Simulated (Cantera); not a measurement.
What does this Cantera script print?

```python
import numpy as np
import cantera as ct

gas = ct.Solution("gri30.yaml")
gas.TPX = 1148, 110000, {'N2O': 1, 'O2': 0.4, 'H2O': 0.0017}
inlet = ct.Reservoir(gas, clone=True)

reactor = ct.IdealGasConstPressureReactor(gas, energy="off", clone=False)
exhaust = ct.Reservoir(gas, clone=True)
tau = [9.7, 2.5, 0.62, 0.16, 0.04, 0.01, 0.0026][0]
for a, b in ((inlet, reactor), (reactor, exhaust)):
    ct.MassFlowController(a, b, mdot=lambda t: reactor.mass / tau)
net = ct.ReactorNet([reactor])
show = ['N2O', 'O2', 'NO', 'N2', 'O', 'NO2']

rows = []
print(f"{'tau/s':>10s}{'T/K':>9s}" + "".join(f"{s:>11s}" for s in show))
for tau in [9.7, 2.5, 0.62, 0.16, 0.04, 0.01, 0.0026]:
    net.initial_time = 0.0
    net.advance(30 * tau)
    before = gas.X
    net.advance(40 * tau)
    drift = np.max(np.abs(gas.X - before) / (gas.X + 1e-9))
    rows.append([gas.T, *gas[show].X, drift])
    print(f"{tau:10.3e}{gas.T:9.1f}" + "".join(f"{x:11.3e}" for x in gas[show].X))
```

It prints:

```
     tau/s      T/K        N2O         O2         NO         N2          O        NO2
 9.700e+00   1148.0  2.147e-01  4.061e-01  2.073e-02  3.571e-01  3.861e-07  3.250e-04
 2.500e+00   1148.0  4.238e-01  3.540e-01  1.481e-02  2.060e-01  5.435e-07  2.637e-04
 6.200e-01   1148.0  6.026e-01  3.113e-01  6.211e-03  7.850e-02  6.511e-07  1.580e-04
 1.600e-01   1148.0  6.801e-01  2.931e-01  1.900e-03  2.355e-02  6.978e-07  8.820e-05
 4.000e-02   1148.0  7.047e-01  2.874e-01  4.941e-04  6.163e-03  7.206e-07  3.776e-05
 1.000e-02   1148.0  7.112e-01  2.859e-01  1.280e-04  1.556e-03  7.315e-07  8.201e-06
 2.600e-03   1148.0  7.128e-01  2.855e-01  3.490e-05  4.037e-04  7.327e-07  6.530e-07
```

Computed with Cantera and GRI-Mech 3.0 (53 species, 325 reactions). GRI-Mech 3.0 was tuned for natural gas; its chemistry of N2O as a main component is partial and can be far from experiment. The mechanism lacks the step 2 NO + O2 → 2 NO2, which can matter for NO2 below about 1400 K. The temperature is held fixed by assumption; the heat of reaction is taken as removed at once.
